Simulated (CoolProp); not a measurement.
Cyclopropane along the isotherm 4.85 °C: Z from the reference equation and from simpler models built on Tc = 125.5 °C, pc = 5605 kPa, ω = 0.131; each cubic takes its own stable root.

Model: reference Helmholtz-energy equation of state, Polt 1992, in CoolProp. This equation is an older, rougher fit; its heat capacities, sound speeds and derivatives of the liquid may be far off and weren't checked against measurements.

```json
[
 {"p (kPa)": "8.86", "phase": "gas", "reference": "0.9982"},
 {"p (kPa)": "16.8", "phase": "gas", "reference": "0.9966"},
 {"p (kPa)": "31.9", "phase": "gas", "reference": "0.9935"},
 {"p (kPa)": "60.4", "phase": "gas", "reference": "0.9877"},
 {"p (kPa)": "114", "phase": "gas", "reference": "0.9766"},
 {"p (kPa)": "217", "phase": "gas", "reference": "0.9544"},
 {"p (kPa)": "411", "phase": "liquid", "reference": "0.01153"},
 {"p (kPa)": "780", "phase": "liquid", "reference": "0.02185"},
 {"p (kPa)": "1480", "phase": "liquid", "reference": "0.04139"},
 {"p (kPa)": "2800", "phase": "liquid", "reference": "0.07804"}
]
```

How far does each simpler model (van der Waals, Redlich-Kwong) lie from the reference over these 10 states: mean and median of the absolute difference, and the worst?


- van der Waals: mean 1222.4 %, median 1.4 %, worst +8112.5 % at 4.85 °C and 411 kPa
- Redlich-Kwong: mean 797.5 %, median 0.7 %, worst +7944.2 % at 4.85 °C and 411 kPa

At some of these states van der Waals, Redlich-Kwong gives the other phase, because its saturation line lies elsewhere.
